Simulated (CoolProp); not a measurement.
Computed with CoolProp (reference Helmholtz-energy equation of state, Thol 2016).

Q: For hexamethyldisiloxane (MM), give the phase and the density (kg/m³), cp (kJ/(kg K)), speed of sound (m/s), expansivity (1/kK) at 267 K and 0.553 MPa; 290.9 K and 0.553 MPa.

A: 
- 267 K and 0.553 MPa: liquid; density 793, cp 1.82, speed of sound 991, expansivity 1.29
- 290.9 K and 0.553 MPa: liquid; density 768, cp 1.88, speed of sound 905, expansivity 1.36
